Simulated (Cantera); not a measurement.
An isothermal, constant-pressure homogeneous reactor starts with CH4 : H2 = 1 : 6 (molar parts), at 1650 K and 9.75 Torr.

Detailed kinetics in Cantera: GRI-Mech 3.0 (53 species, 325 reactions). GRI-Mech 3.0 stops at C3 and has no aromatics, soot or wall deposition, so with more carbon than oxygen in the feed, carbon stays in small species such as C2H2 where larger ones or solid carbon would form. Radical loss at walls, strong at low pressure, is not modelled.

x: mole fraction; the columns are a selection and need not sum to one.

```csv
t (s),x CH4,x H2,x C2H6,x H,x C2H2
0.000200,0.143,0.857,3.87e-11,1.85e-6,<1e-12
0.000632,0.143,0.857,1.30e-9,5.54e-6,5.05e-12
0.00200,0.143,0.857,3.53e-8,1.72e-5,6.35e-10
0.00632,0.143,0.857,?,?,?
0.0200,0.142,0.857,7.31e-6,0.000168,1.50e-5
0.0632,0.136,0.860,2.98e-5,0.000402,0.00142
0.200,0.112,0.873,2.47e-5,0.000467,0.0121
0.632,0.0691,0.898,1.06e-5,0.000522,0.0315
2.00,0.0278,0.921,2.10e-6,0.000624,0.0500
6.32,0.00799,0.932,2.10e-7,0.000728,0.0589
20.0,0.00224,0.935,1.85e-8,0.000769,0.0614
63.2,0.000809,0.936,3.19e-9,0.000776,0.0621
200,?,0.936,?,0.000776,0.0622
```

**Question.** Some entries are withheld; supply them.

**Answer.** 
- 0.00632, x C2H6: 6.71e-7
- 0.00632, x H: 5.40e-5
- 0.00632, x C2H2: 8.87e-8
- 200, x CH4: 0.000577
- 200, x C2H6: 2.05e-9
